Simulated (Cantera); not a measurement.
## Diamond growth

A diamond (100) surface in a fixed gas of H2 with x(CH4) = 0.015, x(H) = 0.00031, x(CH3) = 2.7e-05, at 1150 K; coverages are run to steady state.

Computed with Cantera and the Harris–Goodwin 1993 mechanism for the reconstructed diamond (100) surface.

```
P (Pa)  growth (µm/h)  θ c6HH  θ c6H*  θ c6*H  θ c6**    θ c6HM
------  -------------  ------  ------  ------  ------  --------
370           0.00274   0.525  0.0304   0.431  0.0126   8.93e-5
700           0.00590   0.525  0.0304   0.431  0.0126  0.000170
1300           0.0129   0.525  0.0304   0.431  0.0126  0.000316
2500           0.0313   0.525  0.0304   0.431  0.0126  0.000600
4800           0.0827   0.524  0.0304   0.430  0.0126   0.00112
9200            0.234   0.524  0.0303   0.430  0.0126   0.00205
18000           0.715   0.522  0.0302   0.429  0.0125   0.00365
34000            2.04   0.521  0.0301   0.427  0.0125   0.00593
```
θ: site fractions in the mechanism's names (c6HH fully hydrogenated, c6H* and c6*H radical sites, c6** diradical, c6HM methylated).
